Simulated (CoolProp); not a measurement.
Saturation properties of decamethylcyclopentasiloxane (D5) (Tc = 618.3 K, pc = 1078 kPa, ω = 0.631).

Computed with CoolProp (reference Helmholtz-energy equation of state, Thol 2019).

| T (K) | p (kPa) | liquid density (kg/m³) | enthalpy of vaporisation (kJ/kg) | vapour Z |
|---|---|---|---|---|
| 334.5 | 0.2956 | 914.9 | 160.8 | 0.9990 |
| 348.8 | 0.7029 | 899.6 | 155.7 | 0.9979 |
| 363.2 | 1.532 | 884.1 | 150.7 | 0.9961 |
| 377.5 | 3.065 | 868.7 | 145.8 | 0.9933 |
| 391.9 | 5.745 | 852.9 | 141.0 | 0.9892 |
| 406.2 | 10.10 | 837.0 | ___ | ___ |
| 420.5 | 16.84 | 820.9 | 131.6 | 0.9755 |
| 434.9 | 26.91 | 804.2 | 126.9 | 0.9652 |
| 449.2 | 41.19 | 787.2 | 122.1 | 0.9524 |
| 463.6 | 61.03 | 769.5 | 117.2 | 0.9365 |
| 477.9 | 87.45 | 751.3 | 112.2 | 0.9175 |
| 492.2 | 121.9 | 732.2 | 107.0 | 0.8950 |
| 506.6 | 166.4 | 711.9 | 101.5 | 0.8683 |
| 520.9 | 221.8 | 690.4 | 95.79 | 0.8374 |
| 535.3 | 290.9 | ___ | 89.56 | 0.8014 |

Question: What belongs in the gaps?

Answer: 
- 406.2, enthalpy of vaporisation (kJ/kg): 136.3
- 406.2, vapour Z: 0.9833
- 535.3, liquid density (kg/m³): 667.0

It boils at 484.1 K under 1 atm.
